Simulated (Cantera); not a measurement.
# Adiabatic ignition

An adiabatic, constant-volume homogeneous reactor starts with CO : H2 : CH4 : O2 : N2 = 1 : 0.47 : 0.051 : 2.7 : 10.2 (molar parts), at 1473 K and 0.197 atm.

Detailed kinetics in Cantera: GRI-Mech 3.0 (53 species, 325 reactions).

| t (s) | T (K) | P (bar) | x CO | x H2 | x CH4 | x H | x HO2 | x OH |
|---|---|---|---|---|---|---|---|---|
| 6.00e-6 | 1473 | 0.200 | 0.0693 | 0.0326 | 0.00354 | 3.34e-8 | 3.54e-8 | 1.72e-8 |
| 2.11e-5 | 1473 | 0.200 | 0.0693 | 0.0326 | 0.00354 | 2.45e-7 | 1.21e-7 | 1.79e-7 |
| 7.44e-5 | 1473 | 0.200 | 0.0693 | 0.0325 | 0.00352 | 2.94e-5 | 8.23e-7 | 2.22e-5 |
| 0.000262 | 1621 | 0.220 | 0.0468 | 0.00240 | <1e-12 | 0.0132 | 5.69e-6 | 0.00595 |
| 0.000923 | 1893 | 0.253 | 0.0212 | 0.00262 | <1e-12 | 0.0106 | 3.53e-6 | 0.00911 |
| 0.00325 | 2195 | 0.288 | 0.0136 | 0.00138 | <1e-12 | 0.00276 | 1.94e-6 | 0.00928 |
| 0.0114 | 2360 | 0.307 | 0.00655 | 0.000600 | <1e-12 | 0.000658 | 3.04e-6 | 0.00706 |
| 0.0403 | 2362 | 0.307 | 0.00598 | 0.000548 | <1e-12 | 0.000566 | 3.14e-6 | 0.00672 |
| 0.142 | 2351 | 0.305 | 0.00569 | 0.000525 | <1e-12 | 0.000525 | 3.00e-6 | 0.00645 |
| 0.500 | 2347 | 0.305 | 0.00559 | 0.000517 | <1e-12 | 0.000510 | 2.94e-6 | 0.00635 |
x: mole fraction; the columns are a selection and need not sum to one.

- time of steepest temperature rise: 0.140 ms
- temperature at 0.500 s: 2347 K
- equilibrium temperature: 2347 K
- x(CO) at 0.500 s: 0.00559 (gas-phase equilibrium 0.00559)
- x(H2) at 0.500 s: 0.000517 (gas-phase equilibrium 0.000517)
- x(CH4) at 0.500 s: <1e-12 (gas-phase equilibrium <1e-12)
